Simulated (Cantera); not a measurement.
## Fe(CO)5 + O2 + N2 (iron carbonyl, mercury and lead vapours)

A closed system holds: 1 mol Fe(CO)5, 0.36 mol O2, 1.4 mol N2, equilibrated at 75.0 Torr.

Method: chemical equilibrium by Gibbs-energy minimisation in Cantera with the NASA 1993 tables (ideal gas, pure condensed phases). Candidate condensed phases: C, Fe, Fe(CO)5, FeO, Fe2O3, Fe3O4; 27 gas species. Mutual solubility and eutectic melting of coexisting phases are not modelled. The tables' stoichiometric FeO is somewhat more stable than real wüstite, so its field is too wide. FeO: taken at fixed stoichiometry. Kinetics and transport are ignored.

```tsv
T (K)	log p CO	log p N2	log p CO2	log p Fe	log p FeO	log p NO	n Fe(α)	n Fe(γ)	n FeO(s)
1048	-1.17	-1.66	-1.95	-12.85	<-13	<-13	1.00	0	0
1098	-1.17	-1.66	-1.95	-11.93	<-13	<-13	1.00	0	0
1148	-1.17	-1.66	-1.95	-11.10	<-13	<-13	1.00	0	0
1198	-1.17	-1.66	-1.95	-10.33	<-13	-12.71	0	1.00	0
1248	-1.17	-1.66	-1.95	-9.63	<-13	-12.06	0	1.00	0
1298	-1.17	-1.66	-1.95	-8.99	-12.35	-11.45	0	1.00	0
1348	-1.17	-1.66	-1.95	-8.39	-11.59	-10.90	0	1.00	0
1398	-1.17	-1.66	-1.95	-7.84	-10.88	-10.38	0	1.000	0
1448	-1.17	-1.66	-1.95	-7.32	-10.22	-9.90	0	0.996	0.00353
1498	-1.17	-1.66	-1.96	-6.84	-9.62	-9.47	0	0.977	0.0231
1548	-1.17	-1.66	-1.97	-6.39	-9.07	-9.06	0	0.959	0.0413
1598	-1.17	-1.66	-1.99	-5.98	-8.54	-8.68	0	0.942	0.0582
```
log p: log10 of the partial pressure in bar; n: condensed amount in mol.

From 1048 K to 1148 K the condensed part is Fe(α). From 1198 K to 1398 K the condensed part is Fe(γ). From 1448 K to 1598 K the condensed part is Fe(γ) + FeO(s).
